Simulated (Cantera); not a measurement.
A Cantera script and its output.

```python
import numpy as np
import cantera as ct

gas = ct.Solution("h2o2.yaml")
gas.TPX = 498, 500000, {'H2': 1, 'O2': 0.278, 'N2': 1.17, 'H2O': 0.31}
inlet = ct.Reservoir(gas, clone=True)
gas.equilibrate("HP")  # start burning
reactor = ct.IdealGasConstPressureReactor(gas, energy="on", clone=False)
exhaust = ct.Reservoir(gas, clone=True)
tau = [0.33, 0.13, 0.053, 0.022, 0.0087, 0.0035, 0.0014, 0.00058, 0.00023, 9.4e-05, 3.8e-05, 1.5e-05][0]
for a, b in ((inlet, reactor), (reactor, exhaust)):
    ct.MassFlowController(a, b, mdot=lambda t: reactor.mass / tau)
net = ct.ReactorNet([reactor])
show = ['H2', 'O2', 'H2O', 'H2O2', 'OH', 'HO2']

rows = []
print(f"{'tau/s':>10s}{'T/K':>9s}" + "".join(f"{s:>11s}" for s in show))
for tau in [0.33, 0.13, 0.053, 0.022, 0.0087, 0.0035, 0.0014, 0.00058, 0.00023, 9.4e-05, 3.8e-05, 1.5e-05]:
    net.initial_time = 0.0
    net.advance(30 * tau)
    before = gas.X
    net.advance(40 * tau)
    drift = np.max(np.abs(gas.X - before) / (gas.X + 1e-9))
    rows.append([gas.T, *gas[show].X, drift])
    print(f"{tau:10.3e}{gas.T:9.1f}" + "".join(f"{x:11.3e}" for x in gas[show].X))
```

Result:

```
     tau/s      T/K         H2         O2        H2O       H2O2         OH        HO2
 3.300e-01   1982.6  1.788e-01  1.109e-05  3.490e-01  1.663e-09  7.708e-05  6.929e-09
 1.300e-01   1981.5  1.788e-01  2.104e-05  3.489e-01  3.539e-09  1.036e-04  1.658e-08
 5.300e-02   1979.6  1.787e-01  3.639e-05  3.488e-01  7.563e-09  1.480e-04  3.792e-08
 2.200e-02   1976.8  1.785e-01  6.011e-05  3.486e-01  1.580e-08  2.174e-04  8.374e-08
 8.700e-03   1972.0  1.783e-01  1.008e-04  3.483e-01  3.313e-08  3.308e-04  1.876e-07
 3.500e-03   1964.7  1.779e-01  1.673e-04  3.477e-01  6.489e-08  4.993e-04  3.982e-07
 1.400e-03   1953.4  1.774e-01  2.807e-04  3.469e-01  1.198e-07  7.490e-04  8.127e-07
 5.800e-04   1936.9  1.767e-01  4.668e-04  3.457e-01  2.042e-07  1.090e-03  1.554e-06
 2.300e-04   1910.6  1.756e-01  8.103e-04  3.437e-01  3.427e-07  1.574e-03  2.996e-06
 9.400e-05   1872.6  1.744e-01  1.417e-03  3.407e-01  5.557e-07  2.156e-03  5.652e-06
 3.800e-05   1816.7  1.734e-01  2.586e-03  3.359e-01  9.108e-07  2.775e-03  1.107e-05
 1.500e-05   1734.7  1.741e-01  5.088e-03  3.278e-01  1.540e-06  3.227e-03  2.368e-05
```

Computed with Cantera and the H2/O2 subset of GRI-Mech 3.0, which has no nitrogen chemistry. The hydrogen kinetics of GRI-Mech 3.0 are dated; newer H2 mechanisms differ, most at raised pressure.
